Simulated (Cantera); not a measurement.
# Carbon deposition, reforming and gasification: C₂H₅OH + CO₂

A closed system holds: 1 mol C₂H₅OH, a varied amount of CO₂, at 2675 K and 45.0 mbar.

Method: chemical equilibrium by Gibbs-energy minimisation in Cantera with the NASA 1993 tables (ideal gas, pure condensed phases). Candidate condensed phases: C, C₆H₆, C₇H₈, C₈H₁₈, H₂O; 110 gas species. Equilibrium is a limit: real reactors are often held back by kinetics, nucleation or transport.

From 0.5 mol CO₂ to 0.7 mol CO₂ the condensed part is C(graphite). From 0.98 mol CO₂ to 5.2 mol CO₂ nothing is condensed. The main C-bearing gas is CO throughout.

| n(CO₂) (mol) | log p CO | log p H₂ | log p H | log p CO₂ | log p H₂O | log p OH | log p O | log p O₂ | n C(graphite) |
|---|---|---|---|---|---|---|---|---|---|
| 0.5 | -1.78 | -1.69 | -2.13 | -9.18 | -8.26 | -9.30 | -9.94 | <-13 | 0.384 |
| 0.7 | -1.73 | -1.72 | -2.15 | -9.08 | -8.24 | -9.27 | -9.89 | <-13 | 0.184 |
| 0.98 | -1.69 | -1.76 | -2.17 | -8.60 | -7.85 | -8.86 | -9.47 | <-13 | 0 |
| 1.4 | -1.66 | -1.84 | -2.21 | -3.37 | -2.72 | -3.69 | -4.25 | -5.52 | 0 |
| 1.9 | -1.65 | -1.94 | -2.26 | -2.96 | -2.43 | -3.35 | -3.86 | -4.74 | 0 |
| 2.7 | -1.64 | -2.10 | -2.33 | -2.62 | -2.25 | -3.10 | -3.53 | -4.08 | 0 |
| 3.7 | -1.64 | -2.27 | -2.42 | -2.37 | -2.18 | -2.94 | -3.28 | -3.59 | 0 |
| 5.2 | -1.65 | -2.48 | -2.53 | -2.17 | -2.18 | -2.83 | -3.07 | -3.17 | 0 |
log p: log10 of the partial pressure in bar; n: condensed amount in mol.
